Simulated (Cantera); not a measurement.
Standard-state values (1 bar) from the NASA 1993 polynomials, evaluated with Cantera. Values are per mole of reaction as written; species without (g) are pure solids or liquids, kept so even where they would boil at 1 bar.

Cr2O3 + 4 N(g) → Cr2N + 3 NO(g)

```csv
T (K),ΔH° (kJ),ΔS° (J/K),ΔG° (kJ),log10 K
675,-619.9,-24.0,-603.7,46.72
775,-622.6,-27.7,-601.1,40.51
875,-624.9,-30.6,-598.2,35.71
975,?,?,?,?
1075,-628.6,-34.4,-591.6,28.75
1175,-630.0,-35.6,-588.1,26.15
1275,-631.2,-36.6,-584.5,23.95
1375,?,?,?,?
1475,-632.6,-37.7,-577.1,20.44
1575,-633.0,-37.9,-573.3,19.01
1675,-633.1,-38.0,-569.5,17.76
```

Fill in the missing entries.


- 975, ΔH° (kJ): -626.9
- 975, ΔS° (J/K): -32.7
- 975, ΔG° (kJ): -595.0
- 975, log10 K: 31.88
- 1375, ΔH° (kJ): -632.0
- 1375, ΔS° (J/K): -37.2
- 1375, ΔG° (kJ): -580.8
- 1375, log10 K: 22.06
